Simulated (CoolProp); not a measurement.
n-perfluorohexane along the isobar 1.79 MPa: density (kg/m³) from the reference equation and from simpler models built on Tc = 448.0 K, pc = 1.742 MPa, ω = 0.497; each cubic takes its own stable root.

Values from CoolProp's reference Helmholtz-energy equation of state, Gao 2022.

| T (K) | phase | reference |
|---|---|---|
| 229.5 | liquid | 1873 |
| 247.9 | liquid | 1822 |
| 266.3 | liquid | 1772 |
| 284.7 | liquid | 1722 |
| 303 | liquid | 1670 |
| 321.4 | liquid | 1616 |
| 339.8 | liquid | 1560 |
| 358.1 | liquid | 1499 |
| 376.5 | liquid | 1432 |
| 394.9 | liquid | 1355 |
| 413.3 | liquid | 1260 |
| 431.6 | liquid | 1130 |
| 450 | supercritical | 488.7 |

Task: How far does each simpler model (van der Waals, Soave-Redlich-Kwong) lie from the reference over these 13 states: mean and median of the absolute difference, and the worst?

Result: 
- van der Waals: mean 39.9 %, median 43.0 %, worst -44.3 % at 229.5 K and 1.79 MPa
- Soave-Redlich-Kwong: mean 14.8 %, median 13.6 %, worst -21.9 % at 431.6 K and 1.79 MPa
